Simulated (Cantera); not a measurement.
A closed system holds: 1 mol SiCl4, 820 mol H2, at 2175 K and 100 Torr.

Equilibrium computed with Cantera from the NASA thermochemical tables; the gas is ideal and each condensed phase is pure. Candidate condensed phases: Si; 19 gas species. The tables' values for SiCl are old estimates; treat these amounts as uncertain. Gases not in the tables: Si2H6 and higher silanes. Equilibrium is a limit: real reactors are often held back by kinetics, nucleation or transport.

Base state: H2 0.981, H 0.0132, HCl 0.00472, Si 0.000896, SiH 0.000151, SiH2 0.000108, Cl 4.65e-5, SiCl 2.14e-5 (mole fractions); condensed: gas only.

What changes in the equilibrium state with this change: SiCl4 replaced by (CH3)2SiCl2?


```csv
species,before,after
H2,0.981,0.983
H,0.0132,0.0133
HCl,0.00472,0.00238
C2H2 (acetylene),0,0.000821
Si,0.000896,0.000351
CH4,0,2.19e-5
Si2C,0,1.89e-5
SiC2,0,1.15e-5
"SiC(s), mol",0,0.577
```
The feed counts by its element totals alone. Further candidate phases: C, C6H6, C7H8, C8H18, SiC.

What changes in the equilibrium state with this change: temperature from 2175 K to 1875 K?


| species | before | after |
|---|---|---|
| H2 | 0.981 | 0.993 |
| HCl | 0.00472 | 0.00472 |
| H | 0.0132 | 0.00179 |
| Si | 0.000896 | 6.79e-5 |
| Cl | 4.65e-5 | 6.44e-6 |
| SiH | 0.000151 | 2.29e-5 |
| SiCl2 | 1.86e-5 | 6.27e-5 |
| Si(l), mol | 0 | 0.826 |
